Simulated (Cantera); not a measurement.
Feed: 1 mol SiCl₄, 0.72 mol Cl₂, 66 mol H₂, equilibrated at 1450 K and 1330 Pa.

Method: chemical equilibrium by Gibbs-energy minimisation in Cantera with the NASA 1993 tables (ideal gas, pure condensed phases). Candidate condensed phases: Si; 19 gas species. The tables' values for SiCl₃ are old estimates; treat these amounts as uncertain. Equilibrium is a limit: real reactors are often held back by kinetics, nucleation or transport.

Base state: H₂ 0.932, HCl 0.0568, SiCl₂ 0.0107, SiCl₃ 0.000253, H 7.91e-5, SiHCl₃ 3.08e-5, SiCl₄ 2.18e-5 (mole fractions); condensed: Si(s).

Question: What changes in the equilibrium state with this change: Cl₂ from 0.72 to 0.12 mol?

Answer: 
```
species       before     after
----------  --------  --------
H₂             0.932     0.945
HCl           0.0568    0.0472
SiCl₂         0.0107   0.00726
SiCl₄        2.18e-5   1.01e-5
SiCl₃       0.000253  0.000142
SiHCl₃       3.08e-5   1.74e-5
Si(s), mol     0.244     0.493
```
